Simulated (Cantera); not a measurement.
## CHF3 + H2 + HCl (fluorocarbon and chlorocarbon gases)

A closed system holds: 1 mol CHF3, 9.6 mol H2, 0.0024 mol HCl, equilibrated at 0.0170 bar.

Method: chemical equilibrium by Gibbs-energy minimisation in Cantera with the NASA 1993 tables (ideal gas, pure condensed phases). Candidate condensed phases: C, C6H6, C7H8, C8H18; 118 gas species. The numbers say what is thermodynamically allowed, not how fast it happens.

| T (K) | log p H2 | log p HF | log p H | log p C2H2 (acetylene) | n C(graphite) |
|---|---|---|---|---|---|
| 1523 | -1.90 | -2.36 | -5.59 | -6.83 | 1.000 |
| 1598 | -1.90 | -2.36 | -5.22 | -6.47 | 0.999 |
| 1673 | -1.90 | -2.36 | -4.89 | -6.14 | 0.999 |
| 1748 | -1.90 | -2.36 | -4.59 | -5.85 | 0.998 |
| 1823 | -1.90 | -2.36 | -4.31 | -5.58 | 0.996 |
| 1898 | -1.90 | -2.36 | -4.06 | -5.33 | 0.993 |
| 1973 | -1.90 | -2.36 | -3.82 | -5.10 | 0.989 |
| 2048 | -1.91 | -2.36 | -3.60 | -4.89 | 0.982 |
| 2123 | -1.91 | -2.36 | -3.40 | -4.69 | 0.972 |
| 2198 | -1.92 | -2.36 | -3.21 | -4.52 | 0.957 |
| 2273 | -1.93 | -2.37 | -3.04 | -4.35 | 0.937 |
log p: log10 of the partial pressure in bar; n: condensed amount in mol.

From 1523 K to 2273 K the condensed part is C(graphite). The main C-bearing gas is CH4 at 1523 K and C2H2 (acetylene) at 2273 K. The share of C in condensed phases is highest at 1523 K (100.0 %) and lowest at 2273 K (93.7 %).
